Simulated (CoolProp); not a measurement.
Vapour-liquid equilibrium of propane (1) + R245fa (2) at 3.33 bar; x and y are mole fractions of (1).

Model: multi-fluid Helmholtz-energy mixture model, Lemmon 2009 and Akasaka 2015; pair parameters Bell 2016, in CoolProp.

```tsv
x	bubble temperature, mixture model (K)	bubble temperature, Raoult's law (K)	y, mixture model	y, Raoult's law
0.05	302.5	315.9	0.479	0.219
0.15	?	305.2	?	0.511
0.25	270.1	296.5	0.872	0.685
0.35	267.0	289.3	0.893	0.793
0.45	?	283.3	0.899	0.863
0.55	?	278.1	0.902	0.910
0.65	265.3	273.7	0.905	0.943
0.75	?	269.9	0.914	0.966
0.85	263.7	266.5	0.932	0.982
0.95	262.6	263.5	0.969	0.995
```

Question: Complete the blanks.

Answer: 
- 0.15, bubble temperature, mixture model (K): 279.0
- 0.15, y, mixture model: 0.801
- 0.45, bubble temperature, mixture model (K): 266.1
- 0.55, bubble temperature, mixture model (K): 265.7
- 0.75, bubble temperature, mixture model (K): 264.7

The largest gap from Raoult's law is -26.4 K in bubble temperature, at x = 0.25. No azeotrope shows between x = 0.05 and 0.95.

The pair parameters rest on a limited set of measurements; away from them the model extrapolates. With so large a gap from Raoult's law the liquid may split in two, which this calculation doesn't test in full.
